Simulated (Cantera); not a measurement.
An adiabatic, constant-pressure homogeneous reactor starts with H2 : O2 : N2 = 1 : 1 : 2.7 (molar parts), equivalence ratio 0.50, at 1075 K and 101000 Pa.

Computed with Cantera and the H2/O2 subset of GRI-Mech 3.0, which has no nitrogen chemistry.

One state of this run: T (K) = 2441; x H2 = 0.00418; x O2 = 0.113; x H = 0.00178; x OH = 0.0182; x O = 0.00517. x: mole fraction; the columns are a selection and need not sum to one.

Problem. Which value of t (s) does it belong to?
(A) 0.000272
(B) 0.00110
(C) 1.65e-5
(D) 0.0182

Solution. A, 0.000272
